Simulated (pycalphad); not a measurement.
An equivalent pycalphad script:

```python
from pycalphad import Database, equilibrium, calculate, variables as v
import numpy as np
db = Database('COST507.tdb')
comps = ['MG', 'SI', 'AL', 'VA']
phases = ['ALMG_BETA', 'ALMG_EPS', 'ALMG_GAMMA', 'DIAMOND_A4', 'FCC_A1', 'HCP_A3', 'LIQUID', 'MG2SI']
eq = equilibrium(db, comps, phases, {v.X('SI'): 0.015, v.X('AL'): 0.0591, v.T: np.arange(1650, 349, -50), v.P: 101325, v.N: 1}, output=['HM', 'SM'])
```

All values are pycalphad results on the COST 507 light-alloy database (1999) (1 atm), not direct measurements. No gas phase is included, though pure Mg would boil below 1650 K. The database dates from 1999; later assessments differ in places, in temperatures and in the compounds included. Phase fractions are per mole of atoms. Kinetics are ignored, which matters at the lower temperatures.

Results at three of the temperatures:

```
T = 1150.00 K, P = 101325 Pa, N = 1 mol of atoms
G = -61535 J/mol, H = 33138 J/mol, S = 82.32 J/(mol K)  (SER reference)
chemical potentials (J/mol): Mg -59578, Si -105277, Al -81088
phase             fraction      x(Mg)      x(Si)      x(Al)
LIQUID              1.0000     0.9259     0.0150     0.0591
```

```
T = 1100.00 K, P = 101325 Pa, N = 1 mol of atoms
G = -57456 J/mol, H = 31436 J/mol, S = 80.81 J/(mol K)  (SER reference)
chemical potentials (J/mol): Mg -55548, Si -100128, Al -76521
phase             fraction      x(Mg)      x(Si)      x(Al)
LIQUID              1.0000     0.9259     0.0150     0.0591
```

```
T = 900.00 K, P = 101325 Pa, N = 1 mol of atoms
G = -41955 J/mol, H = 24539 J/mol, S = 73.88 J/(mol K)  (SER reference)
chemical potentials (J/mol): Mg -40238, Si -80844, Al -58978
phase             fraction      x(Mg)      x(Si)      x(Al)
LIQUID              0.9963     0.9269     0.0138     0.0593
MG2SI               0.0037     0.6667     0.3333       none
```

Changes of the phase set, refined by bisection:

```
T (K)          phases above              phases below
-----  --------------------  ------------------------
907.7                liquid            liquid + MG2SI
879.7        liquid + MG2SI      hcp + liquid + MG2SI
791.7  hcp + liquid + MG2SI               hcp + MG2SI
583.2           hcp + MG2SI  ALMG_GAMMA + hcp + MG2SI
```

Database names, with the compositions (at.%) that they take in these runs: MG2SI: Mg 67 Si 33; ALMG_GAMMA: Mg 59 Al 41. An entry "none" or "no" means that the model of the phase leaves that element out.
